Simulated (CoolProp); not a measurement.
A closed Brayton cycle with carbon dioxide: compressor inlet 332.15 K and 8.1 MPa, high pressure 19.5 MPa, turbine inlet 700 K, compressor efficiency 0.8, turbine efficiency 0.93, recuperator effectiveness 0.8 (on enthalpy, no pinch check). Each further row changes one setting.

The numbers come from the reference Helmholtz-energy equation of state, Span 1996 in CoolProp.

```csv
case,thermal efficiency (%),net work (kJ/kg),compressor to turbine work,compressor exit (K),turbine exit (K)
as stated,23.3,47.5,0.52,411.8,601.5
turbine inlet 650 K,21.0,38.8,0.57,411.8,555.3
compressor inlet 342.15 K,21.8,42.4,0.57,425.9,601.5
high pressure 16.6 MPa,22.1,41.4,0.50,396.6,619.2
recuperator effectiveness 0.5,17.6,47.5,0.52,411.8,601.5
```
